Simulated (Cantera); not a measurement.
An isothermal, constant-pressure homogeneous reactor starts with 69.4 % CH4, 30.6 % CO2, at 1298 K and 10.0 bar.

Computed with Cantera and GRI-Mech 3.0 (53 species, 325 reactions). GRI-Mech 3.0 stops at C3 and has no aromatics, soot or wall deposition, so with more carbon than oxygen in the feed, carbon stays in small species such as C2H2 where larger ones or solid carbon would form.

Q: Predict: x(CH4) at 50.0 s; x(CO2) at 50.0 s; x(H) at 50.0 s; x(CH3) at 50.0 s.

A: 
```
Quantity                                            Value
----------------  ---------------------------------------
x(CH4) at 50.0 s      0.420 (gas-phase equilibrium 0.240)
x(CO2) at 50.0 s   0.127 (gas-phase equilibrium 0.000354)
x(H) at 50.0 s    1.01e-7 (gas-phase equilibrium 2.10e-7)
x(CH3) at 50.0 s  9.50e-6 (gas-phase equilibrium 2.61e-6)
```
